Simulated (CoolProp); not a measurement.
A single-stage vapour-compression cycle with the fluid: evaporating at 291.15 K (dew point), condensing at 335.15 K (bubble point), superheat 0 K, subcooling 0 K, compressor efficiency 0.9, no pressure losses. The same conditions are run with several fluids, on thermodynamics alone (safety and materials aside).

Values from CoolProp's reference Helmholtz-energy equation of state of each fluid (R1224YDZ: Akasaka 2023; propylene: Lemmon 2013; ammonia: Gao 2020; R142b: Lemmon 2006; c-C4F8 (RC318): Platzer 1990; n-pentane: Thol 2019). The equations of Platzer and Polt are older, rougher fits.

```tsv
fluid	cooling COP	pressure ratio	discharge temperature (K)	refrigerating effect (kJ/kg)	volumetric capacity (kJ/m³)
R1224YDZ	4.74	4.06	335.1	116	856
propylene	4.15	2.73	346.4	221	4490
ammonia	4.90	3.42	391.4	976	6140
R142b	4.78	3.39	338.8	147	1790
c-C4F8 (RC318)	3.88	3.55	335.1	56.4	1260
n-pentane	4.89	4.34	335.2	266	427
```

The compression ends wet for: R1224YDZ; c-C4F8 (RC318); n-pentane.
